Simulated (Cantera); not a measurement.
An isothermal, constant-pressure homogeneous reactor starts with 84.7 % NH3, 15.3 % N2, at 1525 K and 100000 Pa.

Model: the gas-phase N/H chemistry of the illustrative SiF4/NH3 mechanism in the Surface Chemkin manual (1991), integrated in Cantera. Walls and surfaces, which speed up NH3 decomposition in real reactors, are not modelled.

Task: Predict: x(NH3) at 20.0 s; x(N2) at 20.0 s; x(NH2) at 20.0 s; x(N2H2) at 20.0 s; x(NH) at 20.0 s; x(H2) at 20.0 s.

Result: 
```
Property                                              Value
-----------------  ----------------------------------------
x(NH3) at 20.0 s      0.411 (gas-phase equilibrium 1.81e-5)
x(N2) at 20.0 s         0.235 (gas-phase equilibrium 0.312)
x(NH2) at 20.0 s    2.59e-5 (gas-phase equilibrium 1.17e-9)
x(N2H2) at 20.0 s    7.36e-8 (gas-phase equilibrium <1e-12)
x(NH) at 20.0 s    6.42e-8 (gas-phase equilibrium 3.03e-12)
x(H2) at 20.0 s         0.354 (gas-phase equilibrium 0.688)
```
